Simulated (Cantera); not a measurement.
Input: 1 mol Si₂H₆, 9.7 mol O₂, 48 mol H₂, equilibrated at 1525 K and 7.10e-5 bar.

Equilibrium computed with Cantera from the NASA thermochemical tables; the gas is ideal and each condensed phase is pure. Candidate condensed phases: H₂O, Si, SiO₂; 18 gas species. The feed counts by its element totals alone. The tables hold silica as quartz up to 1696 K and as liquid above; real silica turns to tridymite and cristobalite and melts near 1996 K. Kinetics and transport are ignored.

What is the equilibrium state?


* **x(H₂)**: 0.696
* **x(H₂O)**: 0.302
* **x(H)**: 0.00234
* **x(SiO)**: 0.000113
* **x(OH)**: 3.15e-5
* **n(SiO₂(β-quartz))**: 1.99 mol
* **gas amount**: 51.07 mol
* **log10 activity of Si(s) (absent)**: -10.01
